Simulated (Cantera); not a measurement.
Reactions in the system N-O-Zr

Source: NASA polynomial tables (part measured, part estimated), evaluated in Cantera. Values are per mole of reaction as written; species without (g) are pure solids or liquids, kept so even where they would boil at 1 bar. ZrN: taken at fixed stoichiometry.

ZrN + NO2(g) → 2 NO(g) + Zr

| T (K) | ΔH° (kJ) | ΔS° (J/K) | ΔG° (kJ) | log10 K | condensed phases |
|---|---|---|---|---|---|
| 300 | 513.6 | 181.3 | 459.2 | -79.95 | ZrN(s), Zr(α) |
| 1923 | 505.1 | 174.9 | 168.8 | -4.59 | ZrN(s), Zr(β) |
| 1948 | 504.8 | 174.7 | 164.4 | -4.41 | ZrN(s), Zr(β) |
| 1973 | 504.5 | 174.6 | 160.1 | -4.24 | ZrN(s), Zr(β) |
| 1998 | 504.3 | 174.4 | 155.7 | -4.07 | ZrN(s), Zr(β) |
| 2023 | 504.0 | 174.3 | 151.4 | -3.91 | ZrN(s), Zr(β) |
| 2048 | 503.7 | 174.2 | 147.0 | -3.75 | ZrN(s), Zr(β) |
| 2073 | 503.5 | 174.1 | 142.6 | -3.59 | ZrN(s), Zr(β) |
| 2098 | 503.2 | 173.9 | 138.3 | -3.44 | ZrN(s), Zr(β) |
| 2123 | 503.0 | 173.8 | 134.0 | -3.30 | ZrN(s), Zr(β) |
| 2148 | 523.7 | 183.6 | 129.4 | -3.15 | ZrN(s), Zr(l) |
| 2173 | 523.6 | 183.5 | 124.8 | -3.00 | ZrN(s), Zr(l) |
